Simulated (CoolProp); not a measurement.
Computed with CoolProp (reference Helmholtz-energy equation of state, Span 1996).

Problem. Give the vapour pressure (bar), liquid cp (kJ/(kg K)), surface tension (mN/m), vapour viscosity (µPa s) of saturated carbon dioxide at 224.9, 227.4, 257.1 K.

Solution. 
```csv
T (K),p (bar),liquid cp (kJ/(kg K)),surface tension (mN/m),vapour viscosity (µPa s)
224.9,7.32,1.98,14.6,11.3
227.4,8.08,1.99,14.0,11.4
257.1,22.2,2.21,7.57,13.2
```

Viscosity comes from a separate model (Laesecke 2017). Surface tension comes from a separate correlation (Mulero 2012).
